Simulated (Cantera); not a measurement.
An adiabatic, constant-pressure homogeneous reactor starts with CH4 : O2 : N2 = 1 : 3.28 : 12.3 (molar parts), at 1623 K and 100000 Pa.

Computed with Cantera and GRI-Mech 3.0 (53 species, 325 reactions).

Problem. Predict: time of steepest temperature rise; temperature at 6.00 s; equilibrium temperature; x(O2) at 6.00 s; x(H2) at 6.00 s; x(NO) at 6.00 s; x(NO2) at 6.00 s.

Solution. 
| Item | Result |
|---|---|
| time of steepest temperature rise | 0.351 ms |
| temperature at 6.00 s | 2592 K |
| equilibrium temperature | 2592 K |
| x(O2) at 6.00 s | 0.0697 (gas-phase equilibrium 0.0697) |
| x(H2) at 6.00 s | 0.00371 (gas-phase equilibrium 0.00371) |
| x(NO) at 6.00 s | 0.0149 (gas-phase equilibrium 0.0149) |
| x(NO2) at 6.00 s | 6.93e-6 (gas-phase equilibrium 6.93e-6) |
